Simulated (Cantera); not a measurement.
# Thermodynamics of silicon carbide growth, feed CH3SiH3 + C3H8 + H2 + HCl

Feed: 1 mol CH3SiH3, 0.004 mol C3H8, 270 mol H2, 0.058 mol HCl, held at 550 Pa.

Equilibrium computed with Cantera from the NASA thermochemical tables; the gas is ideal and each condensed phase is pure. Candidate condensed phases: C, C6H6, C7H8, C8H18, Si, SiC; 109 gas species. The feed counts by its element totals alone. Gases not in the tables: Si2H6 and higher silanes. Equilibrium is a limit: real reactors are often held back by kinetics, nucleation or transport.

From 1998 K to 2098 K the condensed part is SiC(s). From 2148 K to 2598 K nothing is condensed. The main Si-bearing gas is Si throughout.

```tsv
T (K)	x H2	x H	x Si	x C2H2 (acetylene)	n SiC(s)
1998	0.977	0.0214	0.000613	0.000349	0.807
2048	0.968	0.0297	0.00114	0.000624	0.634
2098	0.956	0.0406	0.00206	0.00109	0.320
2148	0.940	0.0545	0.00300	0.00153	0
2198	0.923	0.0721	0.00308	0.00155	0
2248	0.901	0.0940	0.00312	0.00154	0
2298	0.874	0.121	0.00312	0.00153	0
2348	0.842	0.153	0.00310	0.00151	0
2398	0.804	0.191	0.00306	0.00148	0
2448	0.761	0.234	0.00301	0.00144	0
2498	0.712	0.283	0.00294	0.00138	0
2548	0.657	0.338	0.00285	0.00131	0
2598	0.598	0.397	0.00276	0.00123	0
```
x: gas mole fraction; n: condensed amount in mol.
